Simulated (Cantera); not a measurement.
An isothermal, constant-pressure homogeneous reactor starts with 3.08 % H2, 8.81 % O2, 88.1 % N2, equivalence ratio 0.17, at 1273 K and 100.0 Torr.

Model: GRI-Mech 3.0 (53 species, 325 reactions), integrated in Cantera.

One state of this run: x H2 = 0.000581; x O2 = 0.0727; x H2O2 = 2.28e-7; x NO = 3.00e-6; x HO2 = 3.10e-6. x: mole fraction; the columns are a selection and need not sum to one.

### Question
Which value of t (s) does it belong to?
(A) 0.00509
(B) 9.00e-6
(C) 0.0146
(D) 0.000615

### Answer
A, 0.00509
